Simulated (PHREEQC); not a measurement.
NaOH is added in steps, without added water, to 1 kg of water holding 51 mmol/kgw KHCO3, 0.89 mmol/kgw Na2CO3 and 0.53 mmol/kgw LiCl, at 25 °C. Oxygen is held at 0.21 atm. No CO2 enters from the air. Only these solids could form: Halite, Nahcolite, Natron.

Base run: PHREEQC, ion-association model, wateq4f.dat. Each further column changes one thing. The table gives CO3-2 (mol/kgw).

| NaOH added (mol) | base | metal-ligand complexes left out | Debye-Hückel limiting law | database phreeqc.dat |
|---|---|---|---|---|
| 0 | 0.00119 | 0.00121 | 0.00124 | 0.00119 |
| 0.007125 | 0.00753 | 0.00803 | 0.00769 | 0.00752 |
| 0.01425 | 0.0136 | 0.0151 | 0.0141 | 0.0136 |
| 0.02138 | 0.0193 | [?] | 0.0203 | 0.0193 |
| 0.0285 | 0.0247 | 0.0292 | 0.0264 | 0.0247 |
| 0.03562 | 0.0299 | 0.0362 | 0.0323 | 0.0298 |
| 0.04275 | 0.0347 | 0.0430 | 0.0380 | 0.0346 |
| 0.04988 | 0.0385 | [?] | 0.0430 | 0.0384 |
| 0.057 | 0.0392 | [?] | 0.0442 | 0.0391 |

Question: What belongs in the gaps?

Answer: 
- 0.02138, metal-ligand complexes left out: 0.0222
- 0.04988, metal-ligand complexes left out: 0.0487
- 0.057, metal-ligand complexes left out: 0.0509

 phreeqc.dat and wateq4f.dat share most of their constants, so their agreement is no independent check. Solids allowed in the column 'database phreeqc.dat': Halite, Sylvite.
